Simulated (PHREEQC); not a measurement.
NaOH is added in steps, without added water, to 1 kg of water holding 0.0061 mol H3BO3, 0.00058 mol KOH and 0.26 mol LiCl, at 30 °C. No CO2 enters from the air. No solid was allowed to form.

Base run: PHREEQC, Pitzer model, pitzer.dat. Each further column changes one thing. The table gives pH.

```csv
NaOH added (mol),base,database wateq4f.dat,database phreeqc.dat,"database phreeqc.dat, Davies equation for every ion","database phreeqc.dat, all activity coefficients set to 1"
0,8.00,8.01,8.06,8.06,8.22
0.00077,8.43,8.44,8.49,8.49,8.65
0.001155,8.58,8.59,8.64,8.64,8.80
0.001925,8.82,8.83,8.88,8.88,9.04
0.00231,8.93,8.94,8.99,8.99,9.15
0.00308,9.15,9.16,9.21,9.21,9.37
0.003465,9.26,9.27,9.32,9.32,9.48
0.004235,9.52,9.53,9.58,9.58,9.74
0.00462,9.68,9.69,9.74,9.74,9.90
0.00539,10.10,10.13,10.16,10.17,10.32
0.005775,10.33,10.37,10.39,10.41,10.55
0.006545,10.68,10.73,10.73,10.76,10.90
0.00693,10.79,10.85,10.85,10.88,11.01
0.0077,10.97,11.03,11.02,11.05,11.19
```

 pitzer.dat has no redox and few complexes: it carries them in its interaction parameters. phreeqc.dat and wateq4f.dat share most of their constants, so their agreement is no independent check.
